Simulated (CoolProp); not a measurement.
n-perfluorohexane along the isobar 76.9 bar: Z from the reference equation and from simpler models built on Tc = 174.9 °C, pc = 17.42 bar, ω = 0.497; each cubic takes its own stable root.

Computed with CoolProp (reference Helmholtz-energy equation of state, Gao 2022).

| T (°C) | phase | reference | van der Waals | Redlich-Kwong | Soave-Redlich-Kwong | Peng-Robinson |
|---|---|---|---|---|---|---|
| -25.65 | liquid | 0.6866 | 1.186 | 0.8228 | 0.7918 | 0.7060 |
| -10.05 | liquid | 0.6605 | 1.131 | 0.7886 | 0.7570 | 0.6746 |
| 5.45 | liquid | 0.6380 | 1.084 | 0.7595 | 0.7275 | 0.6480 |
| 21.05 | liquid | 0.6184 | 1.041 | 0.7344 | 0.7023 | 0.6252 |
| 36.65 | liquid | 0.6017 | 1.004 | 0.7130 | 0.6811 | 0.6061 |
| 52.25 | liquid | 0.5874 | 0.9705 | 0.6949 | 0.6635 | 0.5903 |
| 67.75 | liquid | 0.5756 | 0.9413 | 0.6798 | 0.6494 | 0.5777 |
| 83.35 | liquid | 0.5660 | 0.9152 | 0.6672 | 0.6384 | 0.5680 |
| 98.95 | liquid | 0.5587 | 0.8922 | 0.6572 | 0.6306 | 0.5613 |
| 114.55 | liquid | 0.5536 | 0.8719 | 0.6494 | 0.6260 | 0.5576 |
| 130.15 | liquid | 0.5508 | 0.8540 | 0.6440 | 0.6245 | 0.5570 |
| 145.65 | liquid | 0.5505 | 0.8384 | 0.6406 | 0.6265 | 0.5597 |
| 161.25 | liquid | 0.5529 | 0.8248 | 0.6394 | 0.6320 | 0.5660 |
| 176.85 | supercritical | 0.5581 | 0.8132 | 0.6402 | 0.6415 | 0.5763 |
